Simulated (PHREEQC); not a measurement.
A solution holds 0.23 mol H2SO4 and 0.00042 mol FeSO4 per kg of water, at 45 °C. Closed to the air; pH follows from the charge balance.

Model: ion-association model, wateq4f.dat, run in PHREEQC.

Each row changes one thing in this solution. This is a speciation only: nothing precipitates in the calculation.

| case | pH | ionic strength (mol/kgw) | HSO4- (mol/kgw) | SO4-2 (mol/kgw) |
|---|---|---|---|---|
| as made | 0.71 | 0.269 | 0.211 | 0.0195 |
| diluted 2-fold with water | 0.98 | 0.144 | 0.101 | ? |
| H2SO4 from 0.23 to 0.207 mol/kgw | 0.75 | ? | ? | ? |
| FeSO4 left out | 0.71 | 0.269 | 0.211 | 0.0194 |
| temperature from 45 to 15 °C | 0.69 | 0.297 | 0.197 | 0.0332 |
| diluted 100-fold with water | 2.44 | 0.00550 | 0.000705 | 0.00160 |

Some entries are withheld; supply them.


- diluted 2-fold with water, SO4-2 (mol/kgw): 0.0146
- H2SO4 from 0.23 to 0.207 mol/kgw, ionic strength (mol/kgw): 0.245
- H2SO4 from 0.23 to 0.207 mol/kgw, HSO4- (mol/kgw): 0.189
- H2SO4 from 0.23 to 0.207 mol/kgw, SO4-2 (mol/kgw): 0.0187

Species that the database lacks are ignored. At this temperature some constants are extrapolated from 25 °C, and those without enthalpy data are left unchanged.
